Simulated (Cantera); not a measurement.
# Calcination and drying: MgSO4 + H2O + H2

A closed system holds: 1 mol MgSO4, 0.46 mol H2O, 1.7 mol H2, at 7.50 Torr.

These are equilibrium values from Cantera (NASA tables, ideal gas, pure condensed phases), not measurements of a reactor. Candidate condensed phases: H2O, H2SO4, Mg, MgO, Mg(OH)2, MgS, MgSO4, S; 26 gas species. Rates play no part.

```csv
T (°C),log p H2O,log p SO2,log p H2,log p SO,log p S2,log p H,n MgO(s)
1127,-2.19,-2.61,-3.25,-4.53,-3.43,-6.94,1.00
1177,-2.19,-2.61,-3.18,-4.38,-3.46,-6.61,1.00
1227,-2.20,-2.60,-3.11,-4.24,-3.50,-6.31,1.00
1277,-2.21,-2.59,-3.06,-4.11,-3.54,-6.03,1.000
1327,-2.22,-2.59,-3.01,-3.99,-3.59,-5.77,1.000
1377,-2.23,-2.58,-2.96,-3.88,-3.64,-5.52,1.000
1427,-2.24,-2.58,-2.93,-3.79,-3.71,-5.29,1.000
1477,-2.25,-2.58,-2.89,-3.70,-3.79,-5.08,1.000
1527,-2.26,-2.57,-2.87,-3.62,-3.88,-4.88,1.000
1577,-2.26,-2.57,-2.85,-3.55,-3.99,-4.69,1.000
1627,-2.27,-2.57,-2.83,-3.49,-4.11,-4.52,1.000
1677,-2.28,-2.58,-2.82,-3.44,-4.25,-4.35,0.999
1727,-2.28,-2.58,-2.81,-3.40,-4.40,-4.20,0.998
1777,-2.28,-2.58,-2.81,-3.37,-4.57,-4.05,0.997
```
log p: log10 of the partial pressure in bar; n: condensed amount in mol.

From 1127 °C to 1777 °C the condensed part is MgO(s). The main Mg-bearing gas is Mg(OH)2 at 1127 °C and Mg at 1777 °C.
